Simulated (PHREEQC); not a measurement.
0.011 g of hydrous ferric oxide (600 m²/g; 0.2 weak and 0.005 strong sites per Fe, Dzombak-Morel constants, diffuse double layer) in 1 kg of water with 0.005 mol/kgw of an inert sodium salt and 0.00014 mmol/kgw NaH2PO4 and 0.00011 mmol/kgw ZnCl2, at 25 °C; the pH is set by adding NaOH or the inert anion's acid. O2 is buffered at 0.21 atm. CO2 from the air is kept out. Nothing may precipitate in this run.

Model: ion-association model, wateq4f.dat, run in PHREEQC.

```
pH     P sorbed (%)  Zn sorbed (%)  surface charge σ (C/m²)  surface potential ψ (mV)
-----  ------------  -------------  -----------------------  ------------------------
3             100.0            0.0                    0.300                       215
3.67          100.0            0.0                    0.219                       203
4.33          100.0            0.0                    0.146                       183
5             100.0            0.1                    0.089                       158
5.67          100.0            1.1                    0.050                       129
6.33           99.9           14.8                    0.026                        96
7              99.6           74.3                    0.012                        61
7.67           96.0           98.1                    0.004                        24
8.33           61.4           99.8                   -0.002                       -13
9               8.4           99.9                   -0.009                       -49
9.67            0.5           99.9                   -0.021                       -85
10.33           0.0           99.9                   -0.042                      -118
11              0.0           99.9                   -0.080                      -147
```

H3PO4, which wateq4f.dat lacks, is added to it with the constant of phreeqc.dat. The database has no phosphate complexes of Zn. The oxide is taken as insoluble; below pH 4 it would dissolve.
